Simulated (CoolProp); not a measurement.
Sulfur hexafluoride at 351.29 K and 0.378 MPa flows at 0.056 m/s in a round tube of 10 mm bore and 1.5 µm roughness, fully developed (64/Re and Nu = 3.66 if laminar; Colebrook and Gnielinski if turbulent). Each further row changes one setting.

The numbers come from the reference Helmholtz-energy equation of state, Guder 2009 in CoolProp.

```tsv
case	Reynolds number	Darcy friction factor	pressure drop (Pa/m)	heat-transfer coefficient (W/(m² K))	mass flow (kg/h)
as stated	___	0.104	___	6.29	___
velocity 0.112 m/s	1230	0.0522	0.634	6.29	___
diameter 20 mm	1230	0.0522	___	___	1.23
```

Problem. Complete the blanks.

Solution. 
- as stated, Reynolds number: 613
- as stated, pressure drop (Pa/m): 0.317
- as stated, mass flow (kg/h): 0.307
- velocity 0.112 m/s, mass flow (kg/h): 0.614
- diameter 20 mm, pressure drop (Pa/m): 0.0793
- diameter 20 mm, heat-transfer coefficient (W/(m² K)): 3.14

Viscosity comes from a separate model (Quiñones-Cisneros 2012). Thermal conductivity comes from a separate model (Assael 2012).
